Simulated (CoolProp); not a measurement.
A single-stage vapour-compression cycle with the fluid: evaporating at 240.15 K (dew point), condensing at 274.15 K (bubble point), superheat 10 K, subcooling 2 K, compressor efficiency 0.85, no pressure losses. The same conditions are run with several fluids, on thermodynamics alone (safety and materials aside).

Computed with CoolProp (reference Helmholtz-energy equation of state of each fluid (R134a: Tillner-Roth 1994; nitrous oxide: Lemmon 2006; R124: de Vries 1995; dimethyl ether: Wu 2011; R115: Lemmon 2016; chloromethane (R40): Thol 2014)).

| fluid | cooling COP | pressure ratio | discharge temperature (K) | refrigerating effect (kJ/kg) | volumetric capacity (kJ/m³) |
|---|---|---|---|---|---|
| R134a | 5.30 | 4.16 | 299.1 | 188 | 692 |
| nitrous oxide | 4.64 | 2.68 | 323.6 | 246 | 7120 |
| R124 | 5.35 | 4.42 | 293.3 | 148 | 379 |
| dimethyl ether | 5.35 | 3.95 | 309.7 | 415 | 659 |
| R115 | 5.14 | 3.43 | 283.9 | 98.2 | 1010 |
| chloromethane (R40) | 5.19 | 3.99 | 346.3 | 395 | 659 |
